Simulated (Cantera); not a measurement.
Charge: 1 mol SiHCl3, a varied amount of H2, held at 2550 K and 0.770 bar.

Equilibrium computed with Cantera from the NASA thermochemical tables; the gas is ideal and each condensed phase is pure. Candidate condensed phases: Si; 19 gas species. The tables' values for SiCl are old estimates; treat these amounts as uncertain. Gases not in the tables: Si2H6 and higher silanes. The numbers say what is thermodynamically allowed, not how fast it happens.

x: gas mole fraction; nothing condenses.

| n(H2) (mol) | x H2 | x H | x HCl | x Si | x SiH | x SiH2 | x Cl |
|---|---|---|---|---|---|---|---|
| 140 | 0.939 | 0.0344 | 0.0193 | 0.00459 | 0.000958 | 0.000591 | 0.000498 |
| 170 | 0.943 | 0.0345 | 0.0161 | 0.00388 | 0.000812 | 0.000503 | 0.000415 |
| 210 | 0.947 | 0.0346 | … | … | … | … | … |
| 250 | 0.950 | 0.0346 | 0.0112 | 0.00274 | 0.000575 | 0.000357 | 0.000286 |
| 310 | 0.953 | 0.0347 | … | … | … | … | … |
| 380 | 0.955 | 0.0347 | 0.00743 | 0.00185 | 0.000389 | 0.000242 | 0.000190 |
| 470 | 0.957 | 0.0348 | 0.00603 | 0.00151 | 0.000317 | 0.000198 | 0.000154 |
| 580 | 0.958 | 0.0348 | 0.00490 | 0.00123 | 0.000259 | 0.000162 | 0.000125 |
| 720 | 0.960 | 0.0348 | 0.00396 | 0.000996 | 0.000210 | 0.000131 | 0.000101 |
| 880 | 0.961 | 0.0348 | 0.00324 | 0.000818 | 0.000173 | 0.000108 | 8.28e-5 |
| 1100 | 0.962 | 0.0349 | 0.00260 | 0.000656 | 0.000139 | 8.66e-5 | 6.63e-5 |
| 1300 | 0.962 | 0.0349 | 0.00220 | 0.000557 | 0.000117 | 7.34e-5 | 5.61e-5 |
| 1600 | 0.963 | 0.0349 | 0.00179 | 0.000453 | 9.57e-5 | 5.98e-5 | 4.56e-5 |

**Question.** Complete the blanks.

**Answer.** 
- 310, x HCl: 0.00906
- 310, x Si: 0.00224
- 310, x SiH: 0.000471
- 310, x SiH2: 0.000293
- 310, x Cl: 0.000232
- 210, x HCl: 0.0132
- 210, x Si: 0.00322
- 210, x SiH: 0.000674
- 210, x SiH2: 0.000418
- 210, x Cl: 0.000339
